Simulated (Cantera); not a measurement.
Cantera run:

```python
import numpy as np
import cantera as ct

gas_names = """
    H HO2 H2 H2O H2O2 H2S H2SO4 O OH O2 O3 S SH SO SO2 SO3 S2 S2O S8
""".split()
cond_names = """
    H2O(s) H2O(L) H2SO4(L) S(cr1) S(cr2) S(L)
""".split()


def load(file, names, dense=False):
    # The tables refer to 1 bar. Condensed volumes are neglected.
    table = {s.name: s for s in ct.Species.list_from_file(file)}
    out = []
    for n in names:
        d = dict(table[n].input_data)
        d["thermo"] = dict(d["thermo"], **{"reference-pressure": 1e5})
        if dense:
            d["equation-of-state"] = {"model": "constant-volume", "density": "1e6 g/cm^3"}
        out.append(ct.Species.from_dict(d))
    return out


gas = ct.Solution(thermo="ideal-gas", species=load("nasa_gas.yaml", gas_names))
cond = {s.name: ct.Solution(thermo="fixed-stoichiometry", species=[s], name=s.name)
        for s in load("nasa_condensed.yaml", cond_names, dense=True)}
atoms = {
    'SO2': {'S': 1, 'O': 2},
    'H2': {'H': 2},
    'O2': {'O': 2},
}
top_T = {}  # K; cautious upper limits of use, not melting points


def equilibrate(T, P, feed):
    n = {}
    for name, mol in feed.items():
        for a, k in atoms[name].items():
            n[a] = n.get(a, 0.0) + k * mol
    gas.TPX = T, P, n
    mass = sum(n.values()) * gas.mean_molecular_weight
    gas.equilibrate("TP")
    valid = [c for c in cond.values() if c.min_temp <= T <= top_T.get(c.name, c.max_temp)]
    mix = ct.Mixture([(gas, mass / gas.mean_molecular_weight)] + [(c, 0.0) for c in valid])
    mix.T, mix.P = T, P
    mix.equilibrate("TP", solver="vcs", rtol=1e-11, max_steps=5000)
    return mix


results = []
feed = {'SO2': 1, 'H2': 7.6, 'O2': 9.3}  # mol
P = 10000  # Pa
for T in [2750, 2800, 2850, 2900, 2950, 3000, 3050, 3100, 3150, 3200, 3250]:
    mix = equilibrate(T, P, feed)
    results.append((T, P, feed, dict(zip(mix.species_names, mix.species_moles))))

top = {s: max(r[3][s] / sum(r[3][g] for g in gas_names) for r in results) for s in gas_names}
cols = sorted((s for s in top if top[s] > 1e-06), key=lambda s: -top[s])[:9]
seen = [c for c in cond_names if any(r[3].get(c, 0) > 1e-12 for r in results)]
print("log10 of partial pressures in bar; condensed amounts in mol")
print(f"{'T/K':>10s}" + "".join(f"{s[:9]:>10s}" for s in cols + seen))
for T, P, feed, n in results:
    ng = sum(n[g] for g in gas_names)
    print(f"{T:10.4g}" + "".join(f"{np.log10(max(n[s] / ng * P / 1e5, 1e-99)):10.3f}" for s in cols)
          + "".join(f"{n.get(c, 0):10.4g}" for c in seen))
```

Output:

```
log10 of partial pressures in bar; condensed amounts in mol
       T/K       H2O        O2         O         H        OH        H2       SO2        SO         S
      2750    -1.441    -1.510    -2.107    -2.382    -1.960    -2.434    -2.255    -3.181    -4.752
      2800    -1.476    -1.527    -2.029    -2.274    -1.927    -2.374    -2.280    -3.096    -4.563
      2850    -1.516    -1.547    -1.955    -2.173    -1.899    -2.322    -2.310    -3.017    -4.383
      2900    -1.563    -1.569    -1.885    -2.079    -1.877    -2.278    -2.345    -2.946    -4.213
      2950    -1.617    -1.594    -1.819    -1.991    -1.861    -2.243    -2.387    -2.883    -4.052
      3000    -1.679    -1.623    -1.757    -1.910    -1.851    -2.216    -2.436    -2.829    -3.901
      3050    -1.750    -1.655    -1.700    -1.836    -1.849    -2.200    -2.492    -2.783    -3.760
      3100    -1.831    -1.690    -1.647    -1.769    -1.853    -2.193    -2.556    -2.746    -3.629
      3150    -1.921    -1.730    -1.598    -1.709    -1.865    -2.196    -2.629    -2.718    -3.507
      3200    -2.022    -1.773    -1.553    -1.656    -1.885    -2.210    -2.711    -2.700    -3.394
      3250    -2.133    -1.821    -1.513    -1.610    -1.911    -2.233    -2.801    -2.691    -3.291
```

Method: chemical equilibrium by Gibbs-energy minimisation in Cantera with the NASA 1993 tables (ideal gas, pure condensed phases).
